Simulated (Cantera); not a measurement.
Feed: 1 mol AlBr3, 2.2 mol N2O, a varied amount of H2, held at 1023.15 K and 15.0 Pa.

These are equilibrium values from Cantera (NASA tables, ideal gas, pure condensed phases), not measurements of a reactor. Candidate condensed phases: Al, AlBr3, AlN, Al2O3, Br2, H2O; 41 gas species. Equilibrium is a limit: real reactors are often held back by kinetics, nucleation or transport.

Problem. At 64 mol H2, list the 5 most abundant gas species with their mole fractions, and the condensed phases.

Solution. H2 0.913, HBr 0.0443, N2 0.0325, H2O 0.0103, Br 2.20e-5. Condensed: Al2O3(s).
